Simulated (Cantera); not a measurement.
A closed system holds: 1 mol AlN, 3.5 mol HCl, 23 mol H₂, held at 58.0 mbar.

Equilibrium computed with Cantera from the NASA thermochemical tables; the gas is ideal and each condensed phase is pure. Candidate condensed phases: Al, AlCl₃, AlN, NH₄Cl; 20 gas species. Equilibrium is a limit: real reactors are often held back by kinetics, nucleation or transport.

Over these rows the condensed part is AlN(s). Partial pressures as log10 of bar:

```csv
T (K),1000/T (1/K),log p AlCl,log p H₂,log p HCl,log p AlCl₃,log p N₂
973,1.0277,-10.05,-1.28,-2.45,-2.86,-3.16
1073,0.9320,-8.30,-1.28,-2.47,-2.85,-3.15
1173,0.8525,-6.86,-1.28,-2.49,-2.84,-3.14
1273,0.7855,?,-1.28,-2.50,-2.83,-3.13
1373,0.7283,-4.62,-1.28,-2.51,-2.83,-3.11
1473,0.6789,-3.75,-1.28,-2.52,-2.86,-3.07
```

### Question
Fit log p(AlCl) = a + b·(1000/T) to the five rows, give the apparent enthalpy, and predict the row at 1273 K.

### Answer
Means: 1000/T = 0.8439, log p = -6.716. Sxy = -1.485266, Sxx = 0.0822064, so b = -18.07 and a = -6.716 − (-18.07)×0.8439 = 8.53.
Apparent enthalpy: −19.145 × (-18.07) = 346 kJ/mol. With the condensed phases at unit activity, 2/3 AlN(s) + 1/3 AlCl₃(g) = AlCl(g) + 1/3 N₂(g) links this pressure to the main gases: over the six rows their terms move log p by -0.03 in all, so the slope is close to that reaction's ΔH°. The five rows lie within 0.01 of the line.
Prediction at 1273 K: 8.53 + (-18.07)×0.7855 = -5.66. The computed value is -5.64, 0.02 from the line.
